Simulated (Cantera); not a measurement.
Charge: 1 mol B2O3, 0.069 mol O2, equilibrated at 1275 °C.

Cantera equilibrium calculation (NASA polynomials, part measured and part estimated; ideal gas, pure solids and liquids). Candidate condensed phases: B, B2O3; 10 gas species. The numbers say what is thermodynamically allowed, not how fast it happens.

At 32.0 Pa, list the 4 most abundant gas species with their mole fractions, and the condensed phases.

O2 0.815, B2O3 0.175, BO2 0.00979, O 0.000385. Condensed: B2O3(l).
